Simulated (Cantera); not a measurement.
A closed system holds: 1 mol AlCl3, 1.1 mol N2O, 71 mol H2, held at 1825 °C.

Method: chemical equilibrium by Gibbs-energy minimisation in Cantera with the NASA 1993 tables (ideal gas, pure condensed phases). Candidate condensed phases: Al, AlCl3, AlN, Al2O3, H2O, NH4Cl; 45 gas species. The tables' values for AlCl2, AlOH are old estimates; treat these amounts as uncertain. Rates play no part.

x: gas mole fraction; n: condensed amount in mol.

| P (Pa) | x H2 | x H | x HCl | x N2 | x H2O | x AlCl | x Cl | n Al2O3(s) |
|---|---|---|---|---|---|---|---|---|
| 10 | 0.685 | 0.255 | 0.0215 | 0.0129 | 0.00969 | 0.00761 | 0.00589 | 0.0584 |
| 63 | 0.828 | 0.112 | 0.0279 | 0.0140 | 0.00719 | 0.00745 | 0.00277 | 0.168 |
| 400 | 0.895 | 0.0460 | 0.0318 | 0.0145 | 0.00489 | 0.00649 | 0.00121 | 0.239 |
| 2500 | 0.923 | ___ | 0.0340 | 0.0148 | ___ | ___ | ___ | ___ |
| 16000 | 0.935 | ___ | 0.0352 | 0.0149 | ___ | ___ | ___ | 0.317 |
| 100000 | 0.941 | 0.00298 | 0.0356 | 0.0149 | 0.00121 | 0.00391 | 8.30e-5 | 0.336 |

Task: Fill in the missing entries.

Result: 
- 16000, x H: 0.00744
- 16000, x H2O: 0.00196
- 16000, x AlCl: 0.00466
- 16000, x Cl: 0.000206
- 2500, x H: 0.0187
- 2500, x H2O: 0.00316
- 2500, x AlCl: 0.00550
- 2500, x Cl: 0.000507
- 2500, n Al2O3(s): 0.286
